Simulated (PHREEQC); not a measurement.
Dissolve 14.3 mmol/kgw Al2(SO4)3 at 25 °C. Closed to the air; pH follows from the charge balance.

The numbers come from PHREEQC with the ion-association model, phreeqc.dat.

This is a speciation only: nothing precipitates in the calculation.

**Question.** What pH, ionic strength does the model give?

**Answer.** pH 3.99; ionic strength 0.0578 mol/kgw.

**Question.** In which forms is Al present?

**Answer.** AlSO4+ 72 %, Al(SO4)2- 14 %, Al+3 13 %, AlOH+2 0.6 % of the Al.

The solution is supersaturated, for example in Gibbsite (slow to form), so a real one may precipitate; this is no full list.
